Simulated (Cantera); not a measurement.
An adiabatic, constant-pressure homogeneous reactor starts with CO : H2 : O2 : N2 = 1 : 0.21 : 1.03 : 3.86 (molar parts), equivalence ratio 0.59, at 1325 K and 4.90 bar. Integrator tolerance rtol = 1e-08.

Cantera simulation using GRI-Mech 3.0 (53 species, 325 reactions); the numbers are that mechanism's predictions, not measurements. The hydrogen kinetics of GRI-Mech 3.0 are dated; newer H2 mechanisms differ, most at raised pressure.

Q: What does this change do: initial temperature 1325 to 1475 K?

A: 
```csv
quantity,before,after
time of steepest temperature rise,12.4 µs,6.51 µs
temperature at 0.300 s,2607 K,2683 K
equilibrium temperature,2607 K,2683 K
x(CO) at 0.300 s,0.0172 (gas-phase equilibrium 0.0172),0.0233 (gas-phase equilibrium 0.0233)
x(H2) at 0.300 s,0.000553 (gas-phase equilibrium 0.000553),0.000737 (gas-phase equilibrium 0.000737)
x(O2) at 0.300 s,0.0747 (gas-phase equilibrium 0.0747),0.0756 (gas-phase equilibrium 0.0756)
x(CO2) at 0.300 s,0.163 (gas-phase equilibrium 0.163),0.156 (gas-phase equilibrium 0.156)
x(NO) at 0.300 s,0.0154 (gas-phase equilibrium 0.0154),0.0174 (gas-phase equilibrium 0.0174)
x(H2O2) at 0.300 s,1.81e-7 (gas-phase equilibrium 1.81e-7),2.03e-7 (gas-phase equilibrium 2.03e-7)
x(O) at 0.300 s,0.00299 (gas-phase equilibrium 0.00299),0.00419 (gas-phase equilibrium 0.00419)
```

Q: What does this change do: initial temperature 1325 to 1298 K?

A: 
```tsv
quantity	before	after
time of steepest temperature rise	12.4 µs	14.6 µs
temperature at 0.300 s	2607 K	2593 K
equilibrium temperature	2607 K	2593 K
x(CO) at 0.300 s	0.0172 (gas-phase equilibrium 0.0172)	0.0161 (gas-phase equilibrium 0.0161)
x(H2) at 0.300 s	0.000553 (gas-phase equilibrium 0.000553)	0.000522 (gas-phase equilibrium 0.000522)
x(O2) at 0.300 s	0.0747 (gas-phase equilibrium 0.0747)	0.0745 (gas-phase equilibrium 0.0745)
x(CO2) at 0.300 s	0.163 (gas-phase equilibrium 0.163)	0.164 (gas-phase equilibrium 0.164)
x(NO) at 0.300 s	0.0154 (gas-phase equilibrium 0.0154)	0.0150 (gas-phase equilibrium 0.0150)
x(H2O2) at 0.300 s	1.81e-7 (gas-phase equilibrium 1.81e-7)	1.76e-7 (gas-phase equilibrium 1.76e-7)
x(O) at 0.300 s	0.00299 (gas-phase equilibrium 0.00299)	0.00279 (gas-phase equilibrium 0.00279)
```
